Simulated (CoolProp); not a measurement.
R1123 along the isotherm 480 K: fugacity coefficient from the reference equation and from simpler models built on Tc = 331.7 K, pc = 4.549 MPa, ω = 0.243; each cubic takes its own stable root.

Computed with CoolProp (reference Helmholtz-energy equation of state, Akasaka 2020).

```json
[
 {"p (MPa)": "0.284", "phase": "gas", "reference": "0.9946"},
 {"p (MPa)": "0.569", "phase": "gas", "reference": "0.9893"},
 {"p (MPa)": "0.853", "phase": "gas", "reference": "0.9840"},
 {"p (MPa)": "1.14", "phase": "gas", "reference": "0.9787"},
 {"p (MPa)": "1.42", "phase": "gas", "reference": "0.9735"},
 {"p (MPa)": "1.71", "phase": "gas", "reference": "0.9682"},
 {"p (MPa)": "1.99", "phase": "gas", "reference": "0.9632"},
 {"p (MPa)": "2.27", "phase": "gas", "reference": "0.9581"}
]
```

Question: How far does each simpler model (van der Waals, Redlich-Kwong, Soave-Redlich-Kwong, Peng-Robinson) lie from the reference over these 8 states: mean and median of the absolute difference, and the worst?

Answer: 
- van der Waals: mean 0.8 %, median 0.8 %, worst -1.5 % at 480 K and 2.27 MPa
- Redlich-Kwong: mean 0.7 %, median 0.7 %, worst -1.2 % at 480 K and 2.27 MPa
- Soave-Redlich-Kwong: mean 0.2 %, median 0.2 %, worst +0.4 % at 480 K and 2.27 MPa
- Peng-Robinson: mean 0.5 %, median 0.5 %, worst -0.8 % at 480 K and 2.27 MPa
